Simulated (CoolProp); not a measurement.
Vapour-liquid equilibrium of propane (1) + dimethyl ether (2) at 0.163 MPa; x and y are mole fractions of (1).

Computed with CoolProp (multi-fluid Helmholtz-energy mixture model, Lemmon 2009 and Wu 2011; pair parameters Bell 2016).

Give the bubble temperature and the first vapour's composition at x = 0.125, 0.575, 0.725. Is there an azeotrope?

x = 0.125: 253.5 K, y = 0.307; x = 0.575: 244.6 K, y = 0.710; x = 0.725: 243.4 K, y = 0.795. No azeotrope shows between x = 0.05 and 0.95.

The pair parameters rest on a limited set of measurements; away from them the model extrapolates.
